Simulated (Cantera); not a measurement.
An isothermal, constant-pressure homogeneous reactor starts with NO : N2 = 1 : 13 (molar parts), at 1625 K and 1.78 atm.

Computed with Cantera and GRI-Mech 3.0 (53 species, 325 reactions).

x: mole fraction; the columns are a selection and need not sum to one.

```tsv
t (s)	x NO	x N2O	x NO2	x O2	x O
2.00e-6	0.0714	7.48e-10	2.92e-11	<1e-12	7.19e-10
6.02e-6	0.0714	2.25e-9	2.50e-10	<1e-12	2.00e-9
1.81e-5	0.0714	6.76e-9	1.95e-9	1.03e-12	4.84e-9
5.45e-5	0.0714	2.03e-8	1.20e-8	6.54e-12	8.48e-9
0.000164	0.0714	6.04e-8	5.19e-8	3.09e-11	1.04e-8
0.000494	0.0714	1.76e-7	1.80e-7	1.39e-10	1.33e-8
0.00149	0.0714	4.85e-7	6.03e-7	9.19e-10	2.26e-8
0.00447	0.0714	1.13e-6	2.14e-6	(withheld)	5.40e-8
0.0135	0.0714	1.83e-6	7.50e-6	(withheld)	1.55e-7
0.0405	0.0714	1.99e-6	1.68e-5	(withheld)	3.23e-7
0.122	0.0713	1.99e-6	1.92e-5	(withheld)	3.66e-7
0.367	0.0711	1.98e-6	2.05e-5	(withheld)	3.92e-7
1.10	0.0706	1.95e-6	2.40e-5	(withheld)	4.60e-7
3.32	0.0689	1.87e-6	3.17e-5	(withheld)	6.19e-7
10.0	0.0644	1.64e-6	4.46e-5	(withheld)	9.28e-7
```

Question: Some entries are withheld; supply them.

Answer: 
- 0.00447, x O2: 1.26e-8
- 0.0135, x O2: 3.11e-7
- 0.0405, x O2: 5.76e-6
- 0.122, x O2: 3.55e-5
- 0.367, x O2: 0.000128
- 1.10, x O2: 0.000404
- 3.32, x O2: 0.00122
- 10.0, x O2: 0.00348
